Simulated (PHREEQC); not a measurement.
## Brine: speciation

Dissolve 0.31 mol LiCl and 0.00056 mol H3BO3 per kg of water at 83 °C. Closed to the air; pH follows from the charge balance.

All values are PHREEQC results (ion-association model, phreeqc.dat), not measurements.

* **pH**: 5.95
* **ionic strength**: 0.310 mol/kgw
* **activity of water**: 0.989
* **specific conductance**: 67900 µS/cm
* **density**: 0.978 g/cm³

```json
[
 {"species": "Cl-", "molality": "0.310", "activity": "0.203", "log γ": "-0.185"},
 {"species": "Li+", "molality": "0.310", "activity": "0.219", "log γ": "-0.150"},
 {"species": "H3BO3", "molality": "0.000559", "activity": "0.000600", "log γ": "0.031"},
 {"species": "H+", "molality": "1.47e-6", "activity": "1.12e-6", "log γ": "-0.119"},
 {"species": "H2BO3-", "molality": "1.06e-6", "activity": "7.49e-7", "log γ": "-0.152"},
 {"species": "OH-", "molality": "4.06e-7", "activity": "2.60e-7", "log γ": "-0.193"}
]
```

Precipitation was switched off in this run. Complexes and solids missing from the database can't appear. Away from 25 °C the constants follow the database's enthalpies or fits; those with neither stay at their 25 °C values.
